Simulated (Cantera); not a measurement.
An isothermal, constant-pressure homogeneous reactor starts with 9.91 % H₂, 90.1 % O₂, at 1023 K and 0.00110 bar.

Model: GRI-Mech 3.0 (53 species, 325 reactions), integrated in Cantera. Radical loss at walls, strong at low pressure, is not modelled. The temperature is held fixed by assumption; the heat of reaction is taken as removed at once.

Task: Predict: x(H₂) at 1.00 s; x(O₂) at 1.00 s; x(HO₂) at 1.00 s; x(H₂O) at 1.00 s; x(H₂O₂) at 1.00 s; x(OH) at 1.00 s.

Result: 
| Item | Result |
|---|---|
| x(H₂) at 1.00 s | 0.00152 (gas-phase equilibrium 5.71e-10) |
| x(O₂) at 1.00 s | 0.865 (gas-phase equilibrium 0.896) |
| x(HO₂) at 1.00 s | 7.73e-7 (gas-phase equilibrium 7.36e-10) |
| x(H₂O) at 1.00 s | 0.0922 (gas-phase equilibrium 0.104) |
| x(H₂O₂) at 1.00 s | 1.18e-8 (gas-phase equilibrium 1.23e-11) |
| x(OH) at 1.00 s | 0.00230 (gas-phase equilibrium 1.44e-6) |
